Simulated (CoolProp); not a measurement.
CH2F2 (R32) at 366.07 K and 7.07 MPa is throttled through a valve to 0.764 MPa with no heat exchange. Each further row changes one setting.

The numbers come from the reference Helmholtz-energy equation of state, Tillner-Roth 1997 in CoolProp.

```
case                       temperature change (K)                       final phase  final density (kg/m³)
-------------------------  ----------------------  --------------------------------  ---------------------
as stated                                       ?                                 ?                   23.9
outlet pressure 0.229 MPa                       ?  two-phase, vapour fraction 0.910                      ?
outlet pressure 0.993 MPa                   -86.5  two-phase, vapour fraction 0.855                      ?
```

Some entries are withheld; supply them.


- as stated, temperature change (K): -94.9
- as stated, final phase: two-phase, vapour fraction 0.865
- outlet pressure 0.229 MPa, temperature change (K): -127.1
- outlet pressure 0.229 MPa, final density (kg/m³): 7.08
- outlet pressure 0.993 MPa, final density (kg/m³): 31.5
